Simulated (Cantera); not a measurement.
A freely propagating, adiabatic, planar premixed flame of CH₄ : O₂ : N₂ : H₂O = 1 : 2 : 7.52 : 0.25 (molar parts), equivalence ratio 1.0, unburnt at 373 K and 290000 Pa; multicomponent transport, grid criteria slope 0.08 and curve 0.16, no radiation.

Detailed kinetics in Cantera: GRI-Mech 3.0 (53 species, 325 reactions). Burning velocities carry a grid error of a few per cent, more on coarse grids.

Task: Predict: laminar burning velocity; thermal thickness; peak x(CO); peak x(H).

Result: 
```
Item                          Value
------------------------  ---------
laminar burning velocity  32.8 cm/s
thermal thickness          0.216 mm
peak x(CO)                   0.0384
peak x(H)                   0.00317
```
